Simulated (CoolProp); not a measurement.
Sulfur hexafluoride along the isobar 16800 kPa: fugacity coefficient from the reference equation and from simpler models built on Tc = 318.7 K, pc = 3755 kPa, ω = 0.210; each cubic takes its own stable root.

The numbers come from the reference Helmholtz-energy equation of state, Guder 2009 in CoolProp.

```
T (K)          phase  reference  van der Waals  Soave-Redlich-Kwong  Peng-Robinson
-----  -------------  ---------  -------------  -------------------  -------------
290.5         liquid     0.1597         0.2513               0.1679         0.1527
316.3         liquid     0.2451         0.3146               0.2580              …
342.1  supercritical          …         0.3786               0.3591         0.3277
367.9  supercritical     0.4404         0.4416               0.4626         0.4232
393.7  supercritical     0.5354         0.5021               0.5611         0.5147
419.5  supercritical     0.6212         0.5590                    …         0.5977
445.3  supercritical     0.6958         0.6116               0.7264         0.6707
471.1  supercritical     0.7594         0.6594               0.7916         0.7335
496.8  supercritical     0.8129         0.7022               0.8462         0.7870
```

Problem. What belongs in the gaps?

Solution. 
- 316.3, Peng-Robinson: 0.2349
- 342.1, reference: 0.3413
- 419.5, Soave-Redlich-Kwong: 0.6496
